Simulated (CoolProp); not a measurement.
Model: reference Helmholtz-energy equation of state, Zhou 2012, in CoolProp.

Task: For o-xylene, give the phase and the cv (kJ/(kg K)), speed of sound (m/s), viscosity (µPa s) at 346.85 °C and 0.117 MPa; 346.85 °C and 0.35 MPa; 346.85 °C and 1.28 MPa.

Result: 
- 346.85 °C and 0.117 MPa: gas; cv 2.21, speed of sound 222, viscosity 13.4
- 346.85 °C and 0.35 MPa: gas; cv 2.21, speed of sound 216, viscosity 13.5
- 346.85 °C and 1.28 MPa: gas; cv 2.25, speed of sound 193, viscosity 14.0

Viscosity comes from a separate model (Cao 2016).
